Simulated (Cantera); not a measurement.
Charge: 1 mol NiS, 750 mol H2, equilibrated at 1573.15 K.

Cantera equilibrium calculation (NASA polynomials, part measured and part estimated; ideal gas, pure solids and liquids). Candidate condensed phases: Ni, NiS, NiS2, Ni3S2, Ni3S4, S; 9 gas species. Equilibrium is a limit: real reactors are often held back by kinetics, nucleation or transport.

x: gas mole fraction; n: condensed amount in mol.

| P (Pa) | x H2 | x H | x H2S | x Ni | x SH | n Ni(s) |
|---|---|---|---|---|---|---|
| 10 | 0.994 | 0.00406 | 0.000389 | 0.00130 | 0.000321 | [?] |
| 36 | 0.996 | 0.00214 | 0.000635 | 0.000685 | 0.000276 | [?] |
| 130 | 0.997 | 0.00113 | 0.000904 | 0.000190 | 0.000207 | [?] |
| 460 | 0.998 | 0.000600 | 0.00111 | 5.36e-5 | 0.000135 | 0.958 |
| 1700 | 0.998 | 0.000312 | 0.00123 | 1.45e-5 | 7.76e-5 | 0.988 |
| 6000 | 0.999 | 0.000166 | 0.00128 | 4.11e-6 | 4.31e-5 | 0.997 |
| 22000 | 0.999 | 8.68e-5 | 0.00131 | 1.12e-6 | 2.30e-5 | 0.999 |
| 77000 | 0.999 | 4.64e-5 | 0.00132 | 3.20e-7 | 1.24e-5 | 1.000 |
| 280000 | 0.999 | 2.43e-5 | 0.00133 | 8.80e-8 | 6.54e-6 | 1.000 |
| 1000000 | 0.999 | 1.29e-5 | 0.00133 | 2.47e-8 | 3.47e-6 | 1.000 |

### Question
What belongs in the gaps?

### Answer

- 10, n Ni(s): 0
- 36, n Ni(s): 0.470
- 130, n Ni(s): 0.851
